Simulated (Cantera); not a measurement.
# SiH4 + N2 (silicon nitride deposition)

Charge: 1 mol SiH4, 31 mol N2, at 3.08 Torr.

Equilibrium computed with Cantera from the NASA thermochemical tables; the gas is ideal and each condensed phase is pure. Candidate condensed phases: Si, Si3N4; 18 gas species. N2 is the only nitrogen source here; it is nearly inert below about 1500 K, so the nitride shown seldom forms there in practice. The tables' values for SiN are old estimates; treat these amounts as uncertain. Equilibrium is a limit: real reactors are often held back by kinetics, nucleation or transport.

```json
[
 {"T (K)": "725", "log p N2": "-2.41", "log p H2": "-3.60", "log p Si": "<-14", "log p H": "<-14", "log p Si2N": "<-14", "log p SiN": "<-14", "log p SiH": "<-14", "n Si3N4(s)": "0.333", "n Si(l)": "0"},
 {"T (K)": "925", "log p N2": "-2.41", "log p H2": "-3.60", "log p Si": "<-14", "log p H": "-11.38", "log p Si2N": "<-14", "log p SiN": "<-14", "log p SiH": "<-14", "n Si3N4(s)": "0.333", "n Si(l)": "0"},
 {"T (K)": "1125", "log p N2": "-2.41", "log p H2": "-3.60", "log p Si": "<-14", "log p H": "-9.15", "log p Si2N": "<-14", "log p SiN": "<-14", "log p SiH": "<-14", "n Si3N4(s)": "0.333", "n Si(l)": "0"},
 {"T (K)": "1325", "log p N2": "-2.41", "log p H2": "-3.60", "log p Si": "-12.43", "log p H": "-7.58", "log p Si2N": "<-14", "log p SiN": "-13.16", "log p SiH": "-13.37", "n Si3N4(s)": "0.333", "n Si(l)": "0"},
 {"T (K)": "1525", "log p N2": "-2.41", "log p H2": "-3.60", "log p Si": "-8.86", "log p H": "-6.42", "log p Si2N": "-10.94", "log p SiN": "-10.00", "log p SiH": "-10.19", "n Si3N4(s)": "0.333", "n Si(l)": "0"},
 {"T (K)": "1725", "log p N2": "-2.42", "log p H2": "-3.60", "log p Si": "-6.12", "log p H": "-5.53", "log p Si2N": "-7.47", "log p SiN": "-7.58", "log p SiH": "-7.77", "n Si3N4(s)": "0.331", "n Si(l)": "0"},
 {"T (K)": "1925", "log p N2": "-2.42", "log p H2": "-3.62", "log p Si": "-4.76", "log p H": "-4.83", "log p Si2N": "-6.32", "log p SiN": "-6.47", "log p SiH": "-6.66", "n Si3N4(s)": "0", "n Si(l)": "0.843"}
]
```
log p: log10 of the partial pressure in bar; n: condensed amount in mol.

From 725 K to 1725 K the condensed part is Si3N4(s). At 1925 K the condensed part is Si(l).
